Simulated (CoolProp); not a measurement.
Dry air at 298.15 K and 0.473 MPa flows at 12 m/s in a round tube of 6 mm bore and 15 µm roughness, fully developed (64/Re and Nu = 3.66 if laminar; Colebrook and Gnielinski if turbulent). Each further row changes one setting.

Values from CoolProp's reference Helmholtz-energy equation of state, Lemmon 2000. It is a pseudo-pure fit of the blend.

```tsv
case	Reynolds number	Darcy friction factor	pressure drop (Pa/m)	heat-transfer coefficient (W/(m² K))	mass flow (kg/h)
as stated	21500	0.0303	2010	289	6.76
velocity 24 m/s	43100	0.0280	7430	542	13.5
diameter 12 mm	43100	0.0252	836	242	27.0
```

Viscosity comes from a separate model (Lemmon 2004). Thermal conductivity comes from a separate model (Lemmon 2004).
